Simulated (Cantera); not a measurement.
A closed system holds: 1 mol n-butane, 0.23 mol O₂, equilibrated at 1200 K and 0.100 bar.

Equilibrium computed with Cantera from the NASA thermochemical tables; the gas is ideal and each condensed phase is pure. Candidate condensed phases: C, C₆H₆, C₇H₈, C₈H₁₈, H₂O; 110 gas species. Rates play no part.

Base state: H₂ 0.914, CO 0.0842, CH₄ 0.00132, H₂O 0.000200, CO₂ 1.34e-5 (mole fractions); condensed: C(graphite).

Problem. What changes in the equilibrium state with this change: temperature from 1200 K to 2750 K?

Solution. 
```
species            before     after
----------------  -------  --------
H₂                  0.914     0.719
H                 5.97e-7     0.183
CO                 0.0842    0.0765
C₂H₂ (acetylene)  9.39e-8    0.0202
C₂H                 <1e-9  0.000598
C₄H₂                <1e-9  0.000237
C₃                  <1e-9  0.000169
C(graphite), mol     3.53      3.28
```

Problem. What changes in the equilibrium state with this change: temperature from 1200 K to 1773 K?

Solution. 
```json
[
 {"species": "H₂", "before": "0.914", "after": "0.915"},
 {"species": "CO", "before": "0.0842", "after": "0.0842"},
 {"species": "H", "before": "5.97e-7", "after": "0.000860"},
 {"species": "CH₄", "before": "0.00132", "after": "7.05e-5"},
 {"species": "C₂H₂ (acetylene)", "before": "9.39e-8", "after": "0.000128"},
 {"species": "CO₂", "before": "1.34e-5", "after": "6.24e-8"},
 {"species": "C(graphite), mol", "before": "3.53", "after": "3.54"}
]
```
